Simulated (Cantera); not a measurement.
Feed: 1 mol Si3N4, 0.012 mol H2O, 2 mol N2, equilibrated at 1650 Torr.

Equilibrium computed with Cantera from the NASA thermochemical tables; the gas is ideal and each condensed phase is pure. Candidate condensed phases: H2O, Si, SiO2, Si2N2O, Si3N4; 35 gas species. Mutual solubility and eutectic melting of coexisting phases are not modelled. The numbers say what is thermodynamically allowed, not how fast it happens. All values below are at 1498 K.

Base state: N2 0.994, H2 0.00595 (mole fractions); condensed: Si2N2O(s) + Si3N4(s).

Problem. What changes in the equilibrium state with this change: H2O from 0.012 to 0.0065 mol?

Solution. 
```
species          before    after
--------------  -------  -------
N2                0.994    0.997
H2              0.00595  0.00324
Si2N2O(s), mol   0.0120  0.00650
Si3N4(s), mol     0.992    0.996
```
